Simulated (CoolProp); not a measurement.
Vapour-liquid equilibrium of methanol (1) + isohexane (2) at 81.75 °C; x and y are mole fractions of (1).

Computed with CoolProp (multi-fluid Helmholtz-energy mixture model, de Reuck 1993 and Lemmon 2006; pair parameters Bell 2016).

Problem. Give the bubble pressure and the first vapour's composition at x = 0.2, 0.65, 0.8. Is there an azeotrope?

Solution. x = 0.2: 3.048 bar, y = 0.426; x = 0.65: 3.225 bar, y = 0.512; x = 0.8: 3.096 bar, y = 0.556. y crosses x between x = 0.5 and 0.65: the model has an azeotrope there.

The pair parameters rest on a limited set of measurements; away from them the model extrapolates. With so large a gap from Raoult's law the liquid may split in two, which this calculation doesn't test in full.
